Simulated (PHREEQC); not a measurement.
Make-up at 25 °C and 10 atm: 0.02 mol NaOH, 0.00018 mol Na2SiO3 and 0.15 mol K3PO4 per kg of water. Closed to the air; pH follows from the charge balance.

Equilibrium calculation in PHREEQC: ion-association model, phreeqc.dat.

Task: The ionic strength comes out as 0.893 mol/kgw. What activity coefficients do Na+, NaHPO4-, OH-, HPO4-2, H3SiO4- get?

Result: Na+ 0.73, NaHPO4- 0.66, OH- 0.59, HPO4-2 0.18, H3SiO4- 0.61.

This is a speciation only: nothing precipitates in the calculation. The ionic strength is past about 0.7 mol/kgw, beyond the range of this activity model, so the values are rough. Species that the database lacks are ignored.
